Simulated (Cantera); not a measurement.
A freely propagating, adiabatic, planar premixed flame of H₂ : O₂ : N₂ = 1 : 0.926 : 3.48 (molar parts), unburnt at 673 K and 5.00 bar; mixture-averaged transport, grid criteria slope 0.08 and curve 0.16, no radiation.

Detailed kinetics in Cantera: the H2/O2 subset of GRI-Mech 3.0, which has no nitrogen chemistry. The hydrogen kinetics of GRI-Mech 3.0 are dated; newer H2 mechanisms differ, most at raised pressure. Burning velocities carry a grid error of a few per cent, more on coarse grids. Lean hydrogen flames are cellular in practice and burn faster than this planar one.

Task: How do the results move with these cheaper or finer settings: unity-Lewis-number transport; multicomponent transport; multicomponent+Soret transport; grid criteria slope 0.5, curve 1; grid criteria slope 0.25, curve 0.5; grid criteria slope 0.03, curve 0.06?

Result: 
```
setting                               laminar burning velocity  thermal thickness  peak x(O)  peak x(H)  grid points
------------------------------------  ------------------------  -----------------  ---------  ---------  -----------
as above                                              286 cm/s          0.0643 mm    0.00515    0.00528          110
unity-Lewis-number transport                          362 cm/s          0.0453 mm    0.00817     0.0122          105
multicomponent transport                              287 cm/s          0.0634 mm    0.00518    0.00534          111
multicomponent+Soret transport                        261 cm/s          0.0646 mm    0.00491    0.00481          110
grid criteria slope 0.5, curve 1                      405 cm/s          0.0751 mm    0.00580    0.00694           39
grid criteria slope 0.25, curve 0.5                   307 cm/s          0.0676 mm    0.00519    0.00534           49
grid criteria slope 0.03, curve 0.06                  284 cm/s          0.0631 mm    0.00519    0.00536          243
```
Unity Lewis numbers drop preferential diffusion, which matters most where H2 and H carry the flame; Soret adds thermal diffusion.
